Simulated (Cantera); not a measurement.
A perfectly stirred reactor is fed with H2 : O2 = 0.44 : 1 (molar parts), equivalence ratio 0.22, at 0.0210 bar; it is held at 1275 K, and followed from long to short residence time.

Detailed kinetics in Cantera: the H2/O2 subset of GRI-Mech 3.0, which has no nitrogen chemistry. Radical loss at walls, strong at low pressure, is not modelled. The temperature is held fixed by assumption; the heat of reaction is taken as removed at once.

What does this change do: temperature 1275 to 948 K?


| quantity | before | after |
|---|---|---|
| x(H2) at τ = 4.10 s | 0.000289 | 0.00122 |
| x(O2) at τ = 4.10 s | 0.638 | 0.639 |
| x(H) at τ = 4.10 s | 8.57e-5 | 3.87e-5 |
| x(O) at τ = 4.10 s | 0.000725 | 0.000212 |
| x(H2O) at τ = 4.10 s | 0.359 | 0.359 |
| x(H2) at τ = 37.0 ms | 0.00587 | 0.0174 |
| x(O2) at τ = 37.0 ms | 0.622 | 0.638 |
| x(H) at τ = 37.0 ms | 0.00900 | 0.00412 |
| x(O) at τ = 37.0 ms | 0.0159 | 0.00353 |
| x(H2O) at τ = 37.0 ms | 0.339 | 0.335 |
Below about 950 K walls govern HO2 and H2O2 in real vessels.

What does this change do: pressure from 0.0210 bar to 0.0310 bar?


```tsv
quantity	before	after
x(H2) at τ = 4.10 s	0.000289	0.000198
x(O2) at τ = 4.10 s	0.638	0.638
x(H) at τ = 4.10 s	8.57e-5	3.91e-5
x(O) at τ = 4.10 s	0.000725	0.000428
x(H2O) at τ = 4.10 s	0.359	0.360
x(H2) at τ = 37.0 ms	0.00587	0.00410
x(O2) at τ = 37.0 ms	0.622	0.629
x(H) at τ = 37.0 ms	0.00900	0.00427
x(O) at τ = 37.0 ms	0.0159	0.00966
x(H2O) at τ = 37.0 ms	0.339	0.347
```
